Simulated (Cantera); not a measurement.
Charge: 1 mol H2S, 0.0062 mol SO2, held at 0.450 bar.

Method: chemical equilibrium by Gibbs-energy minimisation in Cantera with the NASA 1993 tables (ideal gas, pure condensed phases). Candidate condensed phases: H2O, H2SO4, S; 19 gas species. Rates play no part. All values below are at 2800 K.

Base state: H2 0.503, S2 0.209, S 0.0922, H 0.0865, SH 0.0819, H2S 0.0193, H2O 0.00432, SO 0.00293 (mole fractions); condensed: gas only.

Q: What changes in the equilibrium state with this change: SO2 from 0.0062 to 0.75 mol?

A: 
```
species    before     after
-------  --------  --------
SO        0.00293     0.202
H2          0.503     0.201
H2O       0.00432     0.149
SO2       2.08e-5     0.123
OH       0.000209    0.0114
H2S        0.0193   0.00614
SH         0.0819    0.0413
H          0.0865    0.0547
S2          0.209     0.133
S          0.0922    0.0735
O2        7.78e-8  0.000579
O         2.26e-5   0.00195
S2O       4.87e-5   0.00266
```

Q: What changes in the equilibrium state with this change: SO2 from 0.0062 to 0.24 mol?

A: 
```tsv
species	before	after
H2	0.503	0.346
S2	0.209	0.187
H2O	0.00432	0.103
SO	0.00293	0.0963
SO2	2.08e-5	0.0238
H2S	0.0193	0.0125
SH	0.0819	0.0642
H	0.0865	0.0717
S	0.0922	0.0871
O2	7.78e-8	9.40e-5
O	2.26e-5	0.000785
```
